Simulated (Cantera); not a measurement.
Feed: 1 mol C2H4, 0.68 mol H2, held at 2298 K and 3.80 bar.

These are equilibrium values from Cantera (NASA tables, ideal gas, pure condensed phases), not measurements of a reactor. Candidate condensed phases: C, C6H6, C7H8, C8H18; 76 gas species. The numbers say what is thermodynamically allowed, not how fast it happens.

Base state: H2 0.990, H 0.00489, C2H2 (acetylene) 0.00424, CH4 0.000800, CH3 7.43e-5, C2H4 2.53e-5 (mole fractions); condensed: C(graphite).

Q: What changes in the equilibrium state with this change: 0.54 mol Cl2 added?

A: 
| species | before | after |
|---|---|---|
| H2 | 0.990 | 0.658 |
| HCl | 0 | 0.333 |
| H | 0.00489 | 0.00399 |
| Cl | 0 | 0.00145 |
| C2HCl | 0 | 1.14e-5 |
| CH4 | 0.000800 | 0.000354 |
| C(graphite), mol | 1.97 | 1.98 |
